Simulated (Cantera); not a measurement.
Feed: 1 mol NaCl, 4.2 mol N2, held at 75.0 Torr.

Equilibrium computed with Cantera from the NASA thermochemical tables; the gas is ideal and each condensed phase is pure. Candidate condensed phases: Na, NaCl; 8 gas species. Kinetics and transport are ignored.

Problem. What share of the Na ends up in condensed phases as a function of T (K), at 898, 1048, 1198, 1348, 1498, 1648, 1798, 1948?

Solution. 
```tsv
T (K)	Na condensed (%)	as
898	100.0	NaCl(s)
1048	98.4	NaCl(s)
1198	76.2	NaCl(l)
1348	0.0	-
1498	0.0	-
1648	0.0	-
1798	0.0	-
1948	0.0	-
```
